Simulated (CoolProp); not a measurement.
Vapour-liquid equilibrium of R152A (1) + methanol (2) at 272.3 K; x and y are mole fractions of (1).

Values from CoolProp's multi-fluid Helmholtz-energy mixture model, Outcalt 1996 and de Reuck 1993; pair parameters Bell 2016.

Give the bubble pressure and the first vapour's composition at x = 0.05, 0.425, 0.875. Is there an azeotrope?

x = 0.05: 63.98 kPa, y = 0.941; x = 0.425: 163.9 kPa, y = 0.978; x = 0.875: 226.4 kPa, y = 0.993. No azeotrope shows between x = 0.05 and 0.95.

Pair parameters are fitted to limited data, so mixtures are less certain than the pure fluids. With so large a gap from Raoult's law the liquid may split in two, which this calculation doesn't test in full.
